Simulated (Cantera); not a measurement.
Cantera run, input and output.

```python
import numpy as np
import cantera as ct

gas = ct.Solution("gri30.yaml")
gas.TP = 300, 150000
flame = ct.CounterflowDiffusionFlame(gas, width=0.02)
flame.fuel_inlet.X, flame.fuel_inlet.T = {'CH4': 1}, 400
flame.oxidizer_inlet.X, flame.oxidizer_inlet.T = {'O2': 0.18, 'N2': 0.82}, 475
flame.set_refine_criteria(ratio=3, slope=0.12, curve=0.24, prune=0.03)
show = ['OH', 'H', 'NO', 'CO', 'C2H2']

rows = []
print(f"{'mdot':>8s}{'a_max':>10s}{'a_mean':>10s}{'Tmax/K':>9s}" + "".join(f"{s:>11s}" for s in show) + "   (peak mole fractions)")
for i, mdot in enumerate([0.38, 0.49, 0.64, 0.84, 1.1, 1.4, 1.9, 2.5, 3.3]):  # kg/m2/s on the oxidiser side
    flame.oxidizer_inlet.mdot, flame.fuel_inlet.mdot = mdot, 0.72 * mdot
    flame.solve(loglevel=0, auto=(i == 0))
    if flame.T.max() < max(400, 475) + 100:
        print(f"{mdot:8.3g}  no burning solution found from the previous one")
        break
    dT = np.abs(np.gradient(flame.T, flame.grid))
    rows.append([flame.strain_rate("max"), flame.strain_rate("mean"), flame.T.max(),
                 *(flame.X[gas.species_index(s)].max() for s in show), max(dT[0], dT[-1]) / dT.max()])
    print(f"{mdot:8.3g}{rows[-1][0]:10.1f}{rows[-1][1]:10.1f}{rows[-1][2]:9.1f}" + "".join(f"{x:11.3e}" for x in rows[-1][3:-1]))
```

Result:

```
    mdot     a_max    a_mean   Tmax/K         OH          H         NO         CO       C2H2   (peak mole fractions)
    0.38     158.7      36.3   2010.8  5.043e-03  2.382e-03  1.794e-04  3.640e-02  9.304e-03
    0.49     202.5      46.8   2001.6  5.055e-03  2.473e-03  1.672e-04  3.635e-02  8.603e-03
    0.64     259.8      61.2   1991.6  5.051e-03  2.565e-03  1.531e-04  3.642e-02  7.928e-03
    0.84     332.5      80.3   1979.6  5.008e-03  2.642e-03  1.363e-04  3.650e-02  7.243e-03
     1.1     422.2     105.1   1965.4  4.921e-03  2.694e-03  1.175e-04  3.661e-02  6.529e-03
     1.4     526.1     133.8   1951.5  4.812e-03  2.731e-03  1.001e-04  3.690e-02  5.939e-03
     1.9     693.1     181.6   1928.2  4.570e-03  2.715e-03  7.590e-05  3.731e-02  5.043e-03
     2.5     896.0     238.9   1900.7  4.240e-03  2.622e-03  5.388e-05  3.783e-02  4.166e-03
     3.3    1162.4     315.4   1856.3  3.655e-03  2.342e-03  3.028e-05  3.829e-02  2.971e-03
```

Cantera simulation using GRI-Mech 3.0 (53 species, 325 reactions); the numbers are that mechanism's predictions, not measurements. GRI-Mech 3.0 has no aromatics or soot, which form on the fuel side of real flames. The maximum strain rate includes the flame's own expansion and is several times the mean.
